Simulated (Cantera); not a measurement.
Input (Python, Cantera):

```python
import numpy as np
import cantera as ct

gas = ct.Solution("h2o2.yaml")
gas.TPX = 598, 100000, {'H2': 1, 'O2': 0.263, 'N2': 0.989}
flame = ct.FreeFlame(gas, width=0.04)
flame.set_refine_criteria(ratio=3, slope=0.08, curve=0.16)
flame.transport_model = "mixture-averaged"
flame.solve(loglevel=0, auto=True)
z, T = flame.grid, flame.T
thick = (T[-1] - T[0]) / np.gradient(T, z).max()
show = ['H2', 'O2', 'O', 'H2O', 'HO2', 'H2O2']
print(f"laminar burning velocity  {flame.velocity[0] * 100:.3f} cm/s")
print(f"burnt temperature         {T[-1]:.1f} K")
print(f"thermal thickness         {thick * 1e3:.4f} mm")
print(f"grid points               {len(z)}")
z0 = z[flame.heat_release_rate.argmax()]
print(f"{'z/mm':>9s}{'T/K':>9s}{'u/(m/s)':>9s}" + "".join(f"{s:>11s}" for s in show))
rows = []
for k in (-3, -2, -1.5, -1, -0.5, -0.25, 0, 0.25, 0.5, 1, 2, 4, 8):
    zz = z0 + k * thick
    rows.append([k * thick, np.interp(zz, z, T), np.interp(zz, z, flame.velocity),
                 *(np.interp(zz, z, flame.X[gas.species_index(s)]) for s in show)])
    print(f"{rows[-1][0] * 1e3:9.3f}{rows[-1][1]:9.1f}{rows[-1][2]:9.3f}" + "".join(f"{x:11.3e}" for x in rows[-1][3:]))
```

It prints:

```
laminar burning velocity  903.911 cm/s
burnt temperature         2321.3 K
thermal thickness         0.4519 mm
grid points               140
     z/mm      T/K  u/(m/s)         H2         O2          O        H2O        HO2       H2O2
   -1.356    598.0    9.039  4.440e-01  1.168e-01  2.057e-17  1.087e-14  9.253e-14  5.245e-17
   -0.904    598.0    9.039  4.440e-01  1.168e-01  5.099e-14  5.542e-12  5.631e-11  1.087e-14
   -0.678    598.0    9.039  4.440e-01  1.168e-01  2.900e-12  2.100e-10  2.325e-09  5.275e-13
   -0.452    598.0    9.039  4.440e-01  1.168e-01  2.105e-09  1.071e-07  7.330e-07  5.224e-10
   -0.226    618.2    9.309  4.408e-01  1.166e-01  1.254e-05  9.441e-04  2.326e-04  3.034e-06
   -0.113    822.9   12.141  4.101e-01  1.109e-01  3.242e-04  1.877e-02  1.607e-04  8.364e-06
    0.000   1231.9   17.655  3.035e-01  7.210e-02  3.651e-03  1.026e-01  6.697e-05  2.122e-06
    0.113   1516.7   21.519  2.071e-01  1.794e-02  4.272e-03  2.061e-01  1.626e-05  1.178e-06
    0.226   1638.6   23.101  1.872e-01  3.778e-03  2.757e-03  2.352e-01  3.294e-06  7.415e-07
    0.452   1757.8   24.583  1.916e-01  1.238e-03  2.101e-03  2.421e-01  1.055e-06  4.679e-07
    0.904   1882.9   26.090  2.010e-01  8.408e-04  1.566e-03  2.456e-01  6.924e-07  2.654e-07
    1.808   2005.2   27.521  2.102e-01  5.189e-04  1.004e-03  2.497e-01  4.343e-07  1.405e-07
    3.615   2112.6   28.745  2.182e-01  2.746e-04  5.469e-04  2.538e-01  2.484e-07  7.288e-08
```

Computed with Cantera and the H2/O2 subset of GRI-Mech 3.0, which has no nitrogen chemistry. Burning velocities carry a grid error of a few per cent, more on coarse grids.
